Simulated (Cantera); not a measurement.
Cantera run:

```python
import numpy as np
import cantera as ct

gas_names = """
    B BN BO BO2 B2 B2O B2O2 B2O3 N NO NO2 NO3 N2 N2O O O2 O3
""".split()
cond_names = """
    B(b) B(L) BN(s) B2O3(L)
""".split()


# ... load() reads the species with a 1 bar reference pressure and builds the phases ...
atoms = {
    'BN': {'B': 1, 'N': 1},
    'O2': {'O': 2},
    'N2': {'N': 2},
}
top_T = {'BN(s)': 3200}  # K; cautious upper limits of use, not melting points


# ... equilibrate(T, P, feed) seeds the gas with the atoms and calls Mixture.equilibrate('TP', solver="vcs", rtol=1e-11, max_steps=5000) ...
results = []
P = 52000  # Pa
for T in [1898, 1923, 1948, 1973, 1998, 2023, 2048, 2073, 2098, 2123]:
    for m in [1.7, 2, 2.3, 2.6, 3, 3.5, 4, 4.7, 5.4, 6.2, 7.2]:
        feed = {'BN': 1, 'O2': 0.35, 'N2': m}  # mol
        mix = equilibrate(T, P, feed)
        results.append((T, P, feed, dict(zip(mix.species_names, mix.species_moles))))

for T, P, feed, n in results:
    print(f"{T:7g} {feed['N2']:10.4g}  " + (" + ".join(c for c in cond_names if n.get(c, 0) > 1e-12) or "gas only"))
```

It prints:

```
   1898        1.7  BN(s) + B2O3(L)
   1898          2  BN(s) + B2O3(L)
   1898        2.3  BN(s) + B2O3(L)
   1898        2.6  BN(s) + B2O3(L)
   1898          3  BN(s) + B2O3(L)
   1898        3.5  BN(s) + B2O3(L)
   1898          4  BN(s) + B2O3(L)
   1898        4.7  BN(s) + B2O3(L)
   1898        5.4  BN(s) + B2O3(L)
   1898        6.2  BN(s) + B2O3(L)
   1898        7.2  BN(s) + B2O3(L)
   1923        1.7  BN(s) + B2O3(L)
   1923          2  BN(s) + B2O3(L)
   1923        2.3  BN(s) + B2O3(L)
   1923        2.6  BN(s) + B2O3(L)
   1923          3  BN(s) + B2O3(L)
   1923        3.5  BN(s) + B2O3(L)
   1923          4  BN(s) + B2O3(L)
   1923        4.7  BN(s) + B2O3(L)
   1923        5.4  BN(s) + B2O3(L)
   1923        6.2  BN(s)
   1923        7.2  BN(s)
   1948        1.7  BN(s) + B2O3(L)
   1948          2  BN(s) + B2O3(L)
   1948        2.3  BN(s) + B2O3(L)
   1948        2.6  BN(s) + B2O3(L)
   1948          3  BN(s) + B2O3(L)
   1948        3.5  BN(s) + B2O3(L)
   1948          4  BN(s) + B2O3(L)
   1948        4.7  BN(s)
   1948        5.4  BN(s)
   1948        6.2  BN(s)
   1948        7.2  BN(s)
   1973        1.7  BN(s) + B2O3(L)
   1973          2  BN(s) + B2O3(L)
   1973        2.3  BN(s) + B2O3(L)
   1973        2.6  BN(s) + B2O3(L)
   1973          3  BN(s) + B2O3(L)
   1973        3.5  BN(s)
   1973          4  BN(s)
   1973        4.7  BN(s)
   1973        5.4  BN(s)
   1973        6.2  BN(s)
   1973        7.2  BN(s)
   1998        1.7  BN(s) + B2O3(L)
   1998          2  BN(s) + B2O3(L)
   1998        2.3  BN(s)
   1998        2.6  BN(s)
   1998          3  BN(s)
   1998        3.5  BN(s)
   1998          4  BN(s)
   1998        4.7  BN(s)
   1998        5.4  BN(s)
   1998        6.2  BN(s)
   1998        7.2  BN(s)
   2023        1.7  BN(s)
   2023          2  BN(s)
   2023        2.3  BN(s)
   2023        2.6  BN(s)
   2023          3  BN(s)
   2023        3.5  BN(s)
   2023          4  BN(s)
   2023        4.7  BN(s)
   2023        5.4  BN(s)
   2023        6.2  BN(s)
   2023        7.2  BN(s)
   2048        1.7  BN(s)
   2048          2  BN(s)
   2048        2.3  BN(s)
   2048        2.6  BN(s)
   2048          3  BN(s)
   2048        3.5  BN(s)
   2048          4  BN(s)
   2048        4.7  BN(s)
   2048        5.4  BN(s)
   2048        6.2  BN(s)
   2048        7.2  BN(s)
   2073        1.7  BN(s)
   2073          2  BN(s)
   2073        2.3  BN(s)
   2073        2.6  BN(s)
   2073          3  BN(s)
   2073        3.5  BN(s)
   2073          4  BN(s)
   2073        4.7  BN(s)
   2073        5.4  BN(s)
   2073        6.2  BN(s)
   2073        7.2  BN(s)
   2098        1.7  BN(s)
   2098          2  BN(s)
   2098        2.3  BN(s)
   2098        2.6  BN(s)
   2098          3  BN(s)
   2098        3.5  BN(s)
   2098          4  BN(s)
   2098        4.7  BN(s)
   2098        5.4  BN(s)
   2098        6.2  BN(s)
   2098        7.2  BN(s)
   2123        1.7  BN(s)
   2123          2  BN(s)
   2123        2.3  BN(s)
   2123        2.6  BN(s)
   2123          3  BN(s)
   2123        3.5  BN(s)
   2123          4  BN(s)
   2123        4.7  BN(s)
   2123        5.4  BN(s)
   2123        6.2  BN(s)
   2123        7.2  BN(s)
```

These are equilibrium values from Cantera (NASA tables, ideal gas, pure condensed phases), not measurements of a reactor. Mutual solubility and eutectic melting of coexisting phases are not modelled.
